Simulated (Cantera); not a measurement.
A freely propagating, adiabatic, planar premixed flame of 5.51 % CH₄, 0.275 % C₂H₆, 16.0 % O₂, 78.2 % N₂, equivalence ratio 0.75, unburnt at 475 K and 220000 Pa; mixture-averaged transport, grid criteria slope 0.08 and curve 0.16, no radiation.

Cantera simulation using GRI-Mech 3.0 (53 species, 325 reactions); the numbers are that mechanism's predictions, not measurements. Burning velocities carry a grid error of a few per cent, more on coarse grids.

x: mole fraction of selected species; z is measured from the peak of heat release.

```csv
z (mm),T (K),u (m/s),x CH₄,x C₂H₆,x O₂,x N₂O,x CH₃,x O
-1.28,476,0.217,0.0550,0.00275,0.160,<1e-8,<1e-8,<1e-8
-0.857,483,0.220,0.0546,0.00275,0.159,<1e-8,<1e-8,<1e-8
-0.642,507,0.231,0.0533,0.00273,0.157,<1e-8,1.29e-8,<1e-8
-0.428,606,0.278,0.0483,0.00259,0.150,1.53e-8,2.68e-7,<1e-8
-0.214,…,0.438,…,…,…,…,…,…
-0.107,1254,0.580,0.0164,0.000836,0.0914,1.90e-7,0.000274,1.57e-5
0,1553,0.718,0.00278,4.15e-5,0.0604,3.55e-7,0.000328,0.000336
0.107,1675,0.771,7.11e-5,1.93e-8,0.0470,5.65e-7,1.25e-5,0.00105
0.214,1726,0.792,1.22e-6,<1e-8,0.0434,7.07e-7,2.52e-7,0.000947
0.428,1773,0.811,<1e-8,<1e-8,0.0412,8.48e-7,<1e-8,0.000533
0.857,1801,0.823,<1e-8,<1e-8,0.0403,8.65e-7,<1e-8,…
1.71,1812,0.828,<1e-8,<1e-8,0.0401,5.55e-7,<1e-8,5.66e-5
3.43,1815,0.829,<1e-8,<1e-8,0.0401,2.39e-7,<1e-8,2.39e-5
```

**Question.** Some entries are withheld; supply them.

**Answer.** 
- -0.214, T (K): 950
- -0.214, x CH₄: 0.0314
- -0.214, x C₂H₆: 0.00177
- -0.214, x O₂: 0.120
- -0.214, x N₂O: 9.19e-8
- -0.214, x CH₃: 3.25e-5
- -0.214, x O: 5.01e-7
- 0.857, x O: 0.000193
